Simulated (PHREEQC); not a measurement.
0.05 mol of Zn3(PO4)2:4w (Zn3(PO4)2:4H2O) is brought to equilibrium with 1 kg of water holding 0.01 mol/kgw NaCl, at 25 °C, the pH being set by adding NaOH or HCl. Oxygen is held at 0.21 atm. CO2 from the air is kept out. Only these solids could form: Zn3(PO4)2:4w, Zincite(c), Zn5(OH)8Cl2.

The numbers come from PHREEQC with the ion-association model, wateq4f.dat.

Task: Predict dissolved Zn (mol/kgw), dissolved P (mol/kgw) at pH = 3.69, 5.38, 5.94, 6.5, 7.62.

Result: 
| pH | dissolved Zn (mol/kgw) | dissolved P (mol/kgw) |
|---|---|---|
| 3.69 | 0.0837 | 0.0558 |
| 5.38 | 0.00217 | 0.00144 |
| 5.94 | 0.000759 | 0.000506 |
| 6.5 | 0.000285 | 0.000190 |
| 7.62 | 6.18e-5 | 4.12e-5 |

H3PO4, which wateq4f.dat lacks, is added to it with the constant of phreeqc.dat. The database has no phosphate complexes of Zn.
